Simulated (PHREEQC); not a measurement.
Make-up at 20 °C: 0.0047 mol/kgw CdBr2. Closed to the air; pH follows from the charge balance.

All values are PHREEQC results (ion-association model, phreeqc.dat), not measurements.

```tsv
quantity	before	after
pH	6.48	5.00
ionic strength (mol/kgw)	0.00999	0.0100
Br- (mol/kgw)	0.00732	0.00732
Cd+2 (mol/kgw)	0.00268	0.00268
CdBr+ (mol/kgw)	0.00196	0.00196
CdBr2 (mol/kgw)	6.10e-5	6.10e-5
```

Task: What was changed between the two runs?
A. temperature from 20 to 60 °C
B. temperature from 20 to 85 °C
C. 0.00024 mol/kgw CO2 added
D. 0.0007 mol/kgw CuCl2 added
E. CdBr2 from 0.0047 to 0.00094 mol/kgw

Result: C, 0.00024 mol/kgw CO2 added

No solid was allowed to form.
